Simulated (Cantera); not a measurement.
MgO + SO3 + O2 (roasting and sulfation)

A closed system holds: 1 mol MgO, 0.22 mol SO3, 1.6 mol O2, at 75.0 Torr.

Cantera equilibrium calculation (NASA polynomials, part measured and part estimated; ideal gas, pure solids and liquids). Candidate condensed phases: Mg, MgO, MgS, MgSO4, S; 14 gas species. Mutual solubility and eutectic melting of coexisting phases are not modelled. The numbers say what is thermodynamically allowed, not how fast it happens.

| T (K) | x O2 | x SO2 | x SO3 | x O | n MgO(s) | n MgSO4(s) |
|---|---|---|---|---|---|---|
| 1000 | 1.000 | 8.93e-5 | 5.10e-5 | 4.97e-10 | 0.780 | 0.220 |
| 1025 | 1.000 | 0.000268 | 0.000115 | 1.04e-9 | 0.781 | 0.219 |
| 1050 | 0.999 | 0.000762 | 0.000249 | 2.11e-9 | 0.782 | 0.218 |
| 1075 | 0.997 | 0.00206 | 0.000519 | 4.14e-9 | 0.784 | 0.216 |
| 1100 | 0.994 | 0.00533 | 0.00105 | 7.87e-9 | 0.790 | 0.210 |
| 1125 | 0.985 | 0.0132 | 0.00204 | 1.45e-8 | 0.805 | 0.195 |
| 1150 | 0.965 | 0.0316 | 0.00385 | 2.58e-8 | 0.840 | 0.160 |
x: gas mole fraction; n: condensed amount in mol.

From 1000 K to 1150 K the condensed part is MgO(s) + MgSO4(s).
